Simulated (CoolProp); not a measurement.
Vapour pressure (MPa) of ethanol: the reference equation beside estimates from Tc = 514.7 K, pc = 6.268 MPa, ω = 0.644.

Values from CoolProp's reference Helmholtz-energy equation of state, Schroeder 2014.

| T (K) | reference | Lee-Kesler | van der Waals | Redlich-Kwong | Soave-Redlich-Kwong | Peng-Robinson |
|---|---|---|---|---|---|---|
| 403.4 | 0.5775 | 0.5759 | 2.184 | 1.330 | 0.5821 | 0.5835 |
| 407.1 | 0.6410 | 0.6382 | 2.279 | 1.421 | 0.6457 | (withheld) |
| 410.7 | 0.7079 | 0.7037 | 2.374 | (withheld) | 0.7127 | 0.7125 |
| 414.4 | 0.7823 | (withheld) | 2.475 | 1.613 | 0.7871 | 0.7860 |
| 418.1 | 0.8627 | 0.8548 | 2.578 | 1.717 | 0.8674 | 0.8652 |
| 421.8 | 0.9493 | 0.9392 | 2.683 | 1.825 | 0.9539 | 0.9506 |
| 425.5 | 1.043 | 1.030 | 2.792 | 1.938 | 1.047 | 1.042 |
| 429.2 | 1.143 | 1.127 | 2.903 | 2.055 | 1.147 | 1.141 |
| 432.9 | 1.250 | 1.232 | 3.017 | 2.178 | 1.254 | 1.247 |
| 436.6 | 1.365 | 1.343 | 3.133 | 2.305 | 1.369 | 1.360 |
| 440.3 | 1.488 | 1.463 | 3.253 | (withheld) | 1.492 | 1.481 |
| 443.9 | 1.615 | 1.586 | 3.371 | 2.570 | 1.619 | 1.607 |
| 447.6 | 1.755 | (withheld) | 3.496 | 2.713 | 1.759 | 1.745 |

Question: Some entries are withheld; supply them.

Answer: 
- 407.1, Peng-Robinson: 0.6464
- 410.7, Redlich-Kwong: 1.513
- 414.4, Lee-Kesler: 0.7764
- 440.3, Redlich-Kwong: 2.437
- 447.6, Lee-Kesler: 1.722

Absolute difference from the reference over all 13 rows, mean and median: Lee-Kesler 1.2 and 1.2 %, van der Waals 175.8 and 167.7 %, Redlich-Kwong 88.4 and 85.8 %, Soave-Redlich-Kwong 0.5 and 0.4 %, Peng-Robinson 0.4 and 0.5 %.
